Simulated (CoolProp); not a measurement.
A simple Rankine cycle with 1,2-dichloroethane: condensing at 306.15 K, boiler at 3.33 MPa, turbine inlet 499 K, turbine efficiency 0.65, pump efficiency 0.6, no recuperator. Each further row changes one setting.

Values from CoolProp's reference Helmholtz-energy equation of state, Thol 2015.

| case | thermal efficiency (%) | net work (kJ/kg) | heat in (kJ/kg) | turbine exit temperature (K) | volume ratio over the turbine |
|---|---|---|---|---|---|
| as stated | 14.2 | 39.2 | 275 | 306.1 | 995 |
| condensing temperature 298.15 K | 15.0 | 42.9 | 286 | 298.2 | 1430 |
| boiler pressure 2.33 MPa | 14.5 | 40.3 | 278 | 306.1 | 989 |
| turbine efficiency 0.55 | 11.8 | 32.5 | 275 | 306.1 | 1020 |

The expansion ends wet for: as stated; condensing temperature 298.15 K; boiler pressure 2.33 MPa; turbine efficiency 0.55.
